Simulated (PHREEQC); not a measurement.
Make-up at 25 °C: 0.48 mol NaHCO3 and 0.054 mol KBr per kg of water. Closed to the air; pH follows from the charge balance.

Equilibrium calculation in PHREEQC: Pitzer model, pitzer.dat.

The pH is 7.84 and the ionic strength is 0.542 mol/kgw. The activity of water is 0.984 and the specific conductance comes out as 37500 µS/cm. The density is 1.029 g/cm³, the osmotic coefficient is 0.852 and the total alkalinity is 480 meq/kg.

```
species  molality  activity   log γ
-------  --------  --------  ------
Na+         0.480     0.307  -0.194
HCO3-       0.463     0.291  -0.201
Br-        0.0540    0.0346  -0.193
K+         0.0540    0.0320  -0.227
CO2       0.00854   0.00931   0.038
CO3-2     0.00854  0.000930  -0.963
OH-       1.10e-6   6.95e-7  -0.199
H+        2.57e-8   1.43e-8  -0.254
```

Precipitation was switched off in this run.
